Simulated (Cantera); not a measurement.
A Cantera script and what it prints.

```python
import numpy as np
import cantera as ct

gas_names = """
    B BH BH2 BH3 B2 H H2
""".split()
cond_names = """
    B(b) B(L)
""".split()


def load(file, names, dense=False):
    # The tables refer to 1 bar. Condensed volumes are neglected.
    table = {s.name: s for s in ct.Species.list_from_file(file)}
    out = []
    for n in names:
        d = dict(table[n].input_data)
        d["thermo"] = dict(d["thermo"], **{"reference-pressure": 1e5})
        if dense:
            d["equation-of-state"] = {"model": "constant-volume", "density": "1e6 g/cm^3"}
        out.append(ct.Species.from_dict(d))
    return out


gas = ct.Solution(thermo="ideal-gas", species=load("nasa_gas.yaml", gas_names))
cond = {s.name: ct.Solution(thermo="fixed-stoichiometry", species=[s], name=s.name)
        for s in load("nasa_condensed.yaml", cond_names, dense=True)}
atoms = {
    'B2H6': {'B': 2, 'H': 6},
    'H2': {'H': 2},
}
top_T = {}  # K; cautious upper limits of use, not melting points


def equilibrate(T, P, feed):
    n = {}
    for name, mol in feed.items():
        for a, k in atoms[name].items():
            n[a] = n.get(a, 0.0) + k * mol
    gas.TPX = T, P, n
    mass = sum(n.values()) * gas.mean_molecular_weight
    gas.equilibrate("TP")
    valid = [c for c in cond.values() if c.min_temp <= T <= top_T.get(c.name, c.max_temp)]
    mix = ct.Mixture([(gas, mass / gas.mean_molecular_weight)] + [(c, 0.0) for c in valid])
    mix.T, mix.P = T, P
    mix.equilibrate("TP", solver="vcs", rtol=1e-11, max_steps=5000)
    return mix


results = []
feed = {'B2H6': 1, 'H2': 86}  # mol
P = 100000  # Pa
for T in [1098, 1298, 1498, 1698, 1898, 2098, 2298]:
    mix = equilibrate(T, P, feed)
    results.append((T, P, feed, dict(zip(mix.species_names, mix.species_moles))))

top = {s: max(r[3][s] / sum(r[3][g] for g in gas_names) for r in results) for s in gas_names}
cols = sorted((s for s in top if top[s] > 0.001), key=lambda s: -top[s])[:5]
seen = [c for c in cond_names if any(r[3].get(c, 0) > 1e-12 for r in results)]
print("log10 of partial pressures in bar; condensed amounts in mol")
print(f"{'T/K':>10s}" + "".join(f"{s[:9]:>10s}" for s in cols + seen))
for T, P, feed, n in results:
    ng = sum(n[g] for g in gas_names)
    print(f"{T:10.4g}" + "".join(f"{np.log10(max(n[s] / ng * P / 1e5, 1e-99)):10.3f}" for s in cols)
          + "".join(f"{n.get(c, 0):10.4g}" for c in seen))
```

Output:

```
log10 of partial pressures in bar; condensed amounts in mol
       T/K        H2         H       BH2      B(b)
      1098    -0.000    -7.607    -7.486         2
      1298    -0.000    -5.970    -6.057         2
      1498    -0.000    -4.765    -5.014     1.999
      1698    -0.000    -3.840    -4.221     1.993
      1898    -0.000    -3.107    -3.599     1.975
      2098    -0.002    -2.513    -3.099     1.925
      2298    -0.005    -2.021    -2.691      1.81
```

Equilibrium computed with Cantera from the NASA thermochemical tables; the gas is ideal and each condensed phase is pure. The feed counts by its element totals alone. The tables' values for BH2 are old estimates; treat these amounts as uncertain. Gases not in the tables: B2H6 and higher boranes.
